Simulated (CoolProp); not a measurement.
Vapour-liquid equilibrium of n-octane (1) + n-dodecane (2) at 362.9 K; x and y are mole fractions of (1).

Model: multi-fluid Helmholtz-energy mixture model, Beckmüller 2019 and Lemmon 2004; pair parameters Bell 2016, in CoolProp.

```json
[
 {"x": "0.05", "bubble pressure (MPa)": "0.002646", "y at the bubble point": "0.559", "dew pressure at overall composition x (MPa)": "0.001288", "liquid density (mol/L)": "4.155"},
 {"x": "0.2", "bubble pressure (MPa)": "0.007064", "y at the bubble point": "0.860", "dew pressure at overall composition x (MPa)": "0.001517", "liquid density (mol/L)": "4.343"},
 {"x": "0.35", "bubble pressure (MPa)": "0.01171", "y at the bubble point": "0.932", "dew pressure at overall composition x (MPa)": "0.001847", "liquid density (mol/L)": "4.547"},
 {"x": "0.5", "bubble pressure (MPa)": "0.01656", "y at the bubble point": "0.963", "dew pressure at overall composition x (MPa)": "0.002359", "liquid density (mol/L)": "4.766"},
 {"x": "0.65", "bubble pressure (MPa)": "0.02153", "y at the bubble point": "0.980", "dew pressure at overall composition x (MPa)": "0.003263", "liquid density (mol/L)": "5.004"},
 {"x": "0.8", "bubble pressure (MPa)": "0.02654", "y at the bubble point": "0.991", "dew pressure at overall composition x (MPa)": "0.005296", "liquid density (mol/L)": "5.261"},
 {"x": "0.95", "bubble pressure (MPa)": "0.03153", "y at the bubble point": "0.998", "dew pressure at overall composition x (MPa)": "0.01415", "liquid density (mol/L)": "5.540"}
]
```

No azeotrope shows between x = 0.05 and 0.95.

The pair parameters rest on a limited set of measurements; away from them the model extrapolates.
